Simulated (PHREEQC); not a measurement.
Synthetic water in mg/L, 25 °C, pH 6.37, pe 11.6: Na 0.0133; K 0.0486; Ca 0.0253; Mg 0.00114; Cl 0.0423; S(6) as SO4 0.0448; Alkalinity as HCO3 0.0668; Sr 0.00152; Zn 0.00174.

Valence states are taken as typed.

Computed with PHREEQC (ion-association model, phreeqc.dat).

```yaml
ionic_strength: 4.86e-6 mol/kgw
charge_balance_error: 0.6 %
```

| species | molality | activity | log γ |
|---|---|---|---|
| HCO3- | 1.50e-6 | 1.49e-6 | -0.001 |
| CO2 | 1.43e-6 | 1.43e-6 | 0.000 |
| K+ | 1.24e-6 | 1.24e-6 | -0.001 |
| Cl- | 1.19e-6 | 1.19e-6 | -0.001 |
| Ca+2 | 6.31e-7 | 6.25e-7 | -0.004 |
| Na+ | 5.79e-7 | 5.77e-7 | -0.001 |
| SO4-2 | 4.66e-7 | 4.61e-7 | -0.004 |
| H+ | 4.28e-7 | 4.27e-7 | -0.001 |

This is a speciation only: nothing precipitates in the calculation.
